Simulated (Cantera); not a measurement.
NaCl + H2 (halide evaporation, hydrolysis and transport)

A closed system holds: 1 mol NaCl, 3.1 mol H2, held at 1825 K and 7.50 Torr.

These are equilibrium values from Cantera (NASA tables, ideal gas, pure condensed phases), not measurements of a reactor. Candidate condensed phases: Na, NaCl; 10 gas species. Equilibrium is a limit: real reactors are often held back by kinetics, nucleation or transport.

- x(H2) = 0.727
- x(NaCl) = 0.210
- x(Na) = 0.0300
- x(HCl) = 0.0299
- x(H) = 0.00375
- x(Cl) = 0.000118
- x(Na2Cl2) = 6.61e-5
- x(NaH) = 1.71e-5
- gas amount = 4.170 mol
- log10 activity of Na(l) (absent) = -5.04
